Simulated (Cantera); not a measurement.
An adiabatic, constant-pressure homogeneous reactor starts with CH₄ : CO : O₂ : N₂ = 1 : 0.78 : 2.41 : 9.08 (molar parts), equivalence ratio 0.99, at 1100 K and 730000 Pa.

Cantera simulation using GRI-Mech 3.0 (53 species, 325 reactions); the numbers are that mechanism's predictions, not measurements.

Problem. Predict: time of steepest temperature rise; temperature at 0.300 s; equilibrium temperature; x(CO) at 0.300 s; x(O₂) at 0.300 s; x(OH) at 0.300 s; x(NO₂) at 0.300 s.

Solution. 
| Property | Value |
|---|---|
| time of steepest temperature rise | 51.4 ms |
| temperature at 0.300 s | 2695 K |
| equilibrium temperature | 2695 K |
| x(CO) at 0.300 s | 0.0314 (gas-phase equilibrium 0.0314) |
| x(O₂) at 0.300 s | 0.0139 (gas-phase equilibrium 0.0139) |
| x(OH) at 0.300 s | 0.00930 (gas-phase equilibrium 0.00930) |
| x(NO₂) at 0.300 s | 3.88e-6 (gas-phase equilibrium 3.88e-6) |
